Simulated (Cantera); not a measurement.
**Equilibrium for silicon etching in halogen gases: Si + NF3 + H2**

Charge: 1 mol Si, 1.5 mol NF3, a varied amount of H2, equilibrated at 948 K and 87.0 Pa.

Equilibrium computed with Cantera from the NASA thermochemical tables; the gas is ideal and each condensed phase is pure. Candidate condensed phases: Si, Si3N4; 37 gas species. Rates play no part.

```json
[
 {"n(H2) (mol)": "0.17", "log p SiF4": "-3.41", "log p H2": "<-15", "log p N2": "-3.54", "log p HF": "-3.88", "log p F": "-4.22", "log p F2": "-5.96", "log p SiHF3": "<-15"},
 {"n(H2) (mol)": "0.21", "log p SiF4": "-3.41", "log p H2": "<-15", "log p N2": "-3.54", "log p HF": "-3.79", "log p F": "-4.52", "log p F2": "-6.55", "log p SiHF3": "<-15"},
 {"n(H2) (mol)": "0.26", "log p SiF4": "-3.41", "log p H2": "-5.41", "log p N2": "-3.54", "log p HF": "-3.72", "log p F": "<-15", "log p F2": "<-15", "log p SiHF3": "-11.17"},
 {"n(H2) (mol)": "0.32", "log p SiF4": "-3.43", "log p H2": "-4.58", "log p N2": "-3.55", "log p HF": "-3.73", "log p F": "<-15", "log p F2": "<-15", "log p SiHF3": "-10.34"},
 {"n(H2) (mol)": "0.39", "log p SiF4": "-3.44", "log p H2": "-4.29", "log p N2": "-3.56", "log p HF": "-3.74", "log p F": "<-15", "log p F2": "<-15", "log p SiHF3": "-10.05"},
 {"n(H2) (mol)": "0.48", "log p SiF4": "-3.45", "log p H2": "-4.09", "log p N2": "-3.58", "log p HF": "-3.76", "log p F": "<-15", "log p F2": "<-15", "log p SiHF3": "-9.85"},
 {"n(H2) (mol)": "0.59", "log p SiF4": "-3.47", "log p H2": "-3.94", "log p N2": "-3.60", "log p HF": "-3.77", "log p F": "<-15", "log p F2": "<-15", "log p SiHF3": "-9.70"},
 {"n(H2) (mol)": "0.72", "log p SiF4": "-3.50", "log p H2": "-3.82", "log p N2": "-3.62", "log p HF": "-3.80", "log p F": "<-15", "log p F2": "<-15", "log p SiHF3": "-9.58"},
 {"n(H2) (mol)": "0.88", "log p SiF4": "-3.52", "log p H2": "-3.72", "log p N2": "-3.64", "log p HF": "-3.82", "log p F": "<-15", "log p F2": "<-15", "log p SiHF3": "-9.48"},
 {"n(H2) (mol)": "1.1", "log p SiF4": "-3.55", "log p H2": "-3.62", "log p N2": "-3.68", "log p HF": "-3.85", "log p F": "<-15", "log p F2": "<-15", "log p SiHF3": "-9.38"},
 {"n(H2) (mol)": "1.3", "log p SiF4": "-3.58", "log p H2": "-3.56", "log p N2": "-3.70", "log p HF": "-3.88", "log p F": "<-15", "log p F2": "<-15", "log p SiHF3": "-9.31"},
 {"n(H2) (mol)": "1.6", "log p SiF4": "-3.62", "log p H2": "-3.49", "log p N2": "-3.74", "log p HF": "-3.92", "log p F": "<-15", "log p F2": "<-15", "log p SiHF3": "-9.24"}
]
```
log p: log10 of the partial pressure in bar; nothing condenses.

From 0.17 mol H2 to 1.6 mol H2 nothing is condensed. The main Si-bearing gas is SiF4 throughout.
